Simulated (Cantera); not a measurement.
A Cantera script and what it prints.

```python
import numpy as np
import cantera as ct

gas_names = [...]  # 123 gases of nasa_gas.yaml made of C, H, O, Si
cond_names = """
    C(gr) C6H6(L) C7H8(L) C8H18(L),n-octa H2O(s) H2O(L) Si(cr) Si(L) SiC(b) SiO2(Lqz) SiO2(hqz) SiO2(L)
""".split()


# ... load() reads the species with a 1 bar reference pressure and builds the phases ...
atoms = {
    'HMDSO': {'Si': 2, 'C': 6, 'H': 18, 'O': 1},
    'H2O': {'H': 2, 'O': 1},
    'H2': {'H': 2},
}
top_T = {'C(gr)': 4500, 'SiC(b)': 3050}  # K; cautious upper limits of use, not melting points


# ... equilibrate(T, P, feed) seeds the gas with the atoms and calls Mixture.equilibrate('TP', solver="vcs", rtol=1e-11, max_steps=5000) ...
results = []
feed = {'HMDSO': 1, 'H2O': 0.17, 'H2': 0.19}  # mol
P = 8.4  # Pa
for T in [750, 850, 950, 1050, 1150, 1250, 1350, 1450, 1550, 1650]:
    mix = equilibrate(T, P, feed)
    results.append((T, P, feed, dict(zip(mix.species_names, mix.species_moles))))

top = {s: max(r[3][s] / sum(r[3][g] for g in gas_names) for r in results) for s in gas_names}
cols = sorted((s for s in top if top[s] > 0.0001), key=lambda s: -top[s])[:7]
seen = [c for c in cond_names if any(r[3].get(c, 0) > 1e-12 for r in results)]
print("log10 of partial pressures in bar; condensed amounts in mol")
print(f"{'T/K':>10s}" + "".join(f"{s[:9]:>10s}" for s in cols + seen))
for T, P, feed, n in results:
    ng = sum(n[g] for g in gas_names)
    print(f"{T:10.4g}" + "".join(f"{np.log10(max(n[s] / ng * P / 1e5, 1e-99)):10.3f}" for s in cols)
          + "".join(f"{n.get(c, 0):10.4g}" for c in seen))
```

Result:

```
log10 of partial pressures in bar; condensed amounts in mol
       T/K        H2        CO         H       SiO       CH4     C(gr)    SiC(b) SiO2(Lqz) SiO2(hqz)
       750    -4.076   -12.225   -14.538   -17.703    -7.647     4.582     1.415     0.585         0
       850    -4.076    -9.714   -12.726   -14.534    -8.358     4.584     1.415         0     0.585
       950    -4.076    -7.740   -11.293   -12.044    -8.927     4.582     1.416         0     0.584
      1050    -4.079    -6.148   -10.131   -10.034    -9.401     4.465     1.455         0     0.545
      1150    -4.127    -5.030    -9.191    -8.573    -9.884     2.831         2         0         0
      1250    -4.127    -5.030    -8.379    -8.286   -10.213     2.831     1.999         0         0
      1350    -4.127    -5.030    -7.686    -8.042   -10.493     2.832     1.999         0         0
      1450    -4.127    -5.031    -7.088    -7.833   -10.736     2.834     1.998         0         0
      1550    -4.128    -5.032    -6.566    -7.652   -10.949     2.835     1.997         0         0
      1650    -4.131    -5.034    -6.107    -7.494   -11.139     2.838     1.996         0         0
```

Cantera equilibrium calculation (NASA polynomials, part measured and part estimated; ideal gas, pure solids and liquids). The feed counts by its element totals alone. Mutual solubility and eutectic melting of coexisting phases are not modelled.
